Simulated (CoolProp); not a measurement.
Vapour-liquid equilibrium of benzene (1) + ethylbenzene (2) at 297.3 K; x and y are mole fractions of (1).

The numbers come from the multi-fluid Helmholtz-energy mixture model, Thol 2012 and Zhou 2012; pair parameters Bell 2016 in CoolProp.

### Question
Give the bubble pressure and the first vapour's composition at x = 0.2, 0.35, 0.95. Is there an azeotrope?

### Answer
x = 0.2: 0.03027 bar, y = 0.680; x = 0.35: 0.04553 bar, y = 0.830; x = 0.95: 0.1163 bar, y = 0.996. No azeotrope shows between x = 0.05 and 0.95.

Pair parameters are fitted to limited data, so mixtures are less certain than the pure fluids.
